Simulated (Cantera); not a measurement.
Cantera run:

```python
import numpy as np
import cantera as ct

gas_names = """
    Cs CsO CsOH Cs2 Cs2O Cs2O2H2 H HO2 H2 H2O H2O2 O OH O2 O3
""".split()
cond_names = """
    Cs(cr) Cs(L) CsOH(a) CsOH(b) CsOH(c) CsOH(L) H2O(s) H2O(L)
""".split()


# ... load() reads the species with a 1 bar reference pressure and builds the phases ...
atoms = {
    'CsOH': {'Cs': 1, 'O': 1, 'H': 1},
    'H2O': {'H': 2, 'O': 1},
}
top_T = {}  # K; cautious upper limits of use, not melting points


# ... equilibrate(T, P, feed) seeds the gas with the atoms and calls Mixture.equilibrate('TP', solver="vcs", rtol=1e-11, max_steps=5000) ...
results = []
feed = {'CsOH': 1, 'H2O': 0.15}  # mol
for P in [10, 36, 130, 460, 1700, 6000, 22000, 77000, 280000, 1000000]:
    for T in [823, 973, 1123, 1273, 1423, 1573, 1723, 1873, 2023]:
        mix = equilibrate(T, P, feed)
        results.append((T, P, feed, dict(zip(mix.species_names, mix.species_moles))))

for T, P, feed, n in results:
    print(f"{T:7g} {P:10.4g}  " + (" + ".join(c for c in cond_names if n.get(c, 0) > 1e-12) or "gas only"))
```

Result:

```
    823         10  gas only
    973         10  gas only
   1123         10  gas only
   1273         10  gas only
   1423         10  gas only
   1573         10  gas only
   1723         10  gas only
   1873         10  gas only
   2023         10  gas only
    823         36  gas only
    973         36  gas only
   1123         36  gas only
   1273         36  gas only
   1423         36  gas only
   1573         36  gas only
   1723         36  gas only
   1873         36  gas only
   2023         36  gas only
    823        130  gas only
    973        130  gas only
   1123        130  gas only
   1273        130  gas only
   1423        130  gas only
   1573        130  gas only
   1723        130  gas only
   1873        130  gas only
   2023        130  gas only
    823        460  CsOH(L)
    973        460  gas only
   1123        460  gas only
   1273        460  gas only
   1423        460  gas only
   1573        460  gas only
   1723        460  gas only
   1873        460  gas only
   2023        460  gas only
    823       1700  CsOH(L)
    973       1700  gas only
   1123       1700  gas only
   1273       1700  gas only
   1423       1700  gas only
   1573       1700  gas only
   1723       1700  gas only
   1873       1700  gas only
   2023       1700  gas only
    823       6000  CsOH(L)
    973       6000  CsOH(L)
   1123       6000  gas only
   1273       6000  gas only
   1423       6000  gas only
   1573       6000  gas only
   1723       6000  gas only
   1873       6000  gas only
   2023       6000  gas only
    823    2.2e+04  CsOH(L)
    973    2.2e+04  CsOH(L)
   1123    2.2e+04  gas only
   1273    2.2e+04  gas only
   1423    2.2e+04  gas only
   1573    2.2e+04  gas only
   1723    2.2e+04  gas only
   1873    2.2e+04  gas only
   2023    2.2e+04  gas only
    823    7.7e+04  CsOH(L)
    973    7.7e+04  CsOH(L)
   1123    7.7e+04  CsOH(L)
   1273    7.7e+04  gas only
   1423    7.7e+04  gas only
   1573    7.7e+04  gas only
   1723    7.7e+04  gas only
   1873    7.7e+04  gas only
   2023    7.7e+04  gas only
    823    2.8e+05  CsOH(L)
    973    2.8e+05  CsOH(L)
   1123    2.8e+05  CsOH(L)
   1273    2.8e+05  CsOH(L)
   1423    2.8e+05  gas only
   1573    2.8e+05  gas only
   1723    2.8e+05  gas only
   1873    2.8e+05  gas only
   2023    2.8e+05  gas only
    823      1e+06  CsOH(L)
    973      1e+06  CsOH(L)
   1123      1e+06  CsOH(L)
   1273      1e+06  CsOH(L)
   1423      1e+06  CsOH(L)
   1573      1e+06  gas only
   1723      1e+06  gas only
   1873      1e+06  gas only
   2023      1e+06  gas only
```

Cantera equilibrium calculation (NASA polynomials, part measured and part estimated; ideal gas, pure solids and liquids).
